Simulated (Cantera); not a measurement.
Input (Python, Cantera) and output of one run.

```python
import numpy as np
import cantera as ct

gas_names = """
    C CN CO CO2 C2 CCN CNC C2N2 C2O C3 C3O2 C4 C4N2 C5 N NCO NO NO2 NO3 N2 N2O O O2 O3 Si SiC SiC2 SiN
    SiO SiO2 Si2 Si2C Si2N Si3
""".split()
cond_names = """
    C(gr) Si(cr) Si(L) SiC(b) SiO2(Lqz) SiO2(hqz) SiO2(L) Si2N2O(s) Si3N4(a)
""".split()


# ... load() reads the species with a 1 bar reference pressure and builds the phases ...
atoms = {
    'Si3N4': {'Si': 3, 'N': 4},
    'CO2': {'C': 1, 'O': 2},
    'N2': {'N': 2},
    'O2': {'O': 2},
}
top_T = {'C(gr)': 4500, 'SiC(b)': 3050, 'Si2N2O(s)': 2100, 'Si3N4(a)': 2400}  # K; cautious upper limits of use, not melting points


# ... equilibrate(T, P, feed) seeds the gas with the atoms and calls Mixture.equilibrate('TP', solver="vcs", rtol=1e-11, max_steps=5000) ...
results = []
feed = {'Si3N4': 1, 'CO2': 2, 'N2': 70, 'O2': 0.029}  # mol
T = 1675  # K
P = 770000  # Pa
mix = equilibrate(T, P, feed)
results.append((T, P, feed, dict(zip(mix.species_names, mix.species_moles))))
x = sorted(zip(gas.X, gas.species_names), reverse=True)
print(f"T = {T:g} K  P = {P:g} Pa  gas = {mix.phase_moles(0):.4g} mol")
print("   x: " + "  ".join(f"{s} {v:.3e}" for v, s in x if v > 1e-05))
print("   condensed (mol): " + ("  ".join(f"{mix.phase(i).name} {mix.phase_moles(i):.4g}"
      for i in range(1, mix.n_phases) if mix.phase_moles(i) > 1e-12) or "none"))
```

Output:

```
T = 1675 K  P = 770000 Pa  gas = 72.69 mol
   x: N2 9.725e-01  CO 2.750e-02  CO2 1.739e-05
   condensed (mol): SiO2(hqz) 0.3709  Si2N2O(s) 1.314
```

Method: chemical equilibrium by Gibbs-energy minimisation in Cantera with the NASA 1993 tables (ideal gas, pure condensed phases). Mutual solubility and eutectic melting of coexisting phases are not modelled. The tables hold silica as quartz up to 1696 K and as liquid above; real silica turns to tridymite and cristobalite and melts near 1996 K.
